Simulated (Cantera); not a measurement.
A perfectly stirred reactor is fed with 6.99 % CH4, 4.47 % CO, 18.7 % O2, 69.9 % N2, at 7500 Torr; it is adiabatic with a 348 K inlet, and is followed from long to short residence time, starting on the burning branch (τ in s: 0.31, 0.12, 0.045, 0.017, 0.0065, 0.0025, 0.00095, 0.00036, 0.00014, 5.2e-05, 2e-05).

Computed with Cantera and GRI-Mech 3.0 (53 species, 325 reactions).

Predict: blow-out, bracketed by the residence times tried; x(CH4) at τ = 0.310 s; x(CO) at τ = 0.310 s; x(O2) at τ = 0.310 s; x(CH2O) at τ = 0.310 s; x(CH4) at τ = 2.50 ms; x(CO) at τ = 2.50 ms; x(O2) at τ = 2.50 ms; x(CH2O) at τ = 2.50 ms.


| Quantity | Value |
|---|---|
| blow-out, bracketed by the residence times tried | burning at 52.0 µs, out at 20.0 µs |
| x(CH4) at τ = 0.310 s | 2.31e-7 |
| x(CO) at τ = 0.310 s | 0.00139 |
| x(O2) at τ = 0.310 s | 0.0239 |
| x(CH2O) at τ = 0.310 s | 3.63e-8 |
| x(CH4) at τ = 2.50 ms | 1.98e-5 |
| x(CO) at τ = 2.50 ms | 0.00328 |
| x(O2) at τ = 2.50 ms | 0.0261 |
| x(CH2O) at τ = 2.50 ms | 3.33e-6 |
